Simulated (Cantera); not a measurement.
A diamond (100) surface in a fixed gas of H2 with x(CH4) = 0.0058, x(H) = 0.0089, x(CH3) = 1.8e-05, 5100 Pa; coverages are run to steady state.

Cantera simulation using the Harris–Goodwin 1993 mechanism for the reconstructed diamond (100) surface; the numbers are that mechanism's predictions, not measurements.

θ: site fractions in the mechanism's names (c6HH fully hydrogenated, c6H* and c6*H radical sites, c6** diradical, c6HM methylated).

```json
[
 {"T (K)": "900", "growth (µm/h)": "0.288", "θ c6HH": "0.691", "θ c6H*": "0.0105", "θ c6*H": "0.292", "θ c6**": "0.00439", "θ c6HM": "0.00171"},
 {"T (K)": "950", "growth (µm/h)": "0.379", "θ c6HH": "0.642", "θ c6H*": "0.0142", "θ c6*H": "0.335", "θ c6**": "0.00670", "θ c6HM": "0.00136"},
 {"T (K)": "1000", "growth (µm/h)": "0.477", "θ c6HH": "0.596", "θ c6H*": "0.0184", "θ c6*H": "0.374", "θ c6**": "0.00975", "θ c6HM": "0.00108"},
 {"T (K)": "1050", "growth (µm/h)": "0.565", "θ c6HH": "0.552", "θ c6H*": "0.0230", "θ c6*H": "0.410", "θ c6**": "0.0136", "θ c6HM": "0.000843"},
 {"T (K)": "1100", "growth (µm/h)": "0.608", "θ c6HH": "0.512", "θ c6H*": "…", "θ c6*H": "0.441", "θ c6**": "…", "θ c6HM": "…"},
 {"T (K)": "1150", "growth (µm/h)": "0.565", "θ c6HH": "0.474", "θ c6H*": "0.0331", "θ c6*H": "0.468", "θ c6**": "0.0238", "θ c6HM": "0.000396"},
 {"T (K)": "1200", "growth (µm/h)": "0.445", "θ c6HH": "0.440", "θ c6H*": "0.0385", "θ c6*H": "0.491", "θ c6**": "0.0301", "θ c6HM": "0.000212"},
 {"T (K)": "1250", "growth (µm/h)": "0.325", "θ c6HH": "0.409", "θ c6H*": "0.0439", "θ c6*H": "0.510", "θ c6**": "0.0372", "θ c6HM": "9.72e-5"},
 {"T (K)": "1300", "growth (µm/h)": "…", "θ c6HH": "0.381", "θ c6H*": "…", "θ c6*H": "0.525", "θ c6**": "…", "θ c6HM": "…"},
 {"T (K)": "1350", "growth (µm/h)": "0.229", "θ c6HH": "0.356", "θ c6H*": "0.0545", "θ c6*H": "0.536", "θ c6**": "0.0531", "θ c6HM": "1.69e-5"},
 {"T (K)": "1400", "growth (µm/h)": "0.223", "θ c6HH": "0.334", "θ c6H*": "0.0596", "θ c6*H": "0.545", "θ c6**": "0.0616", "θ c6HM": "6.87e-6"}
]
```

Task: What belongs in the gaps?

Result: 
- 1100, θ c6H*: 0.0279
- 1100, θ c6**: 0.0183
- 1100, θ c6HM: 0.000617
- 1300, growth (µm/h): 0.254
- 1300, θ c6H*: 0.0492
- 1300, θ c6**: 0.0449
- 1300, θ c6HM: 4.10e-5
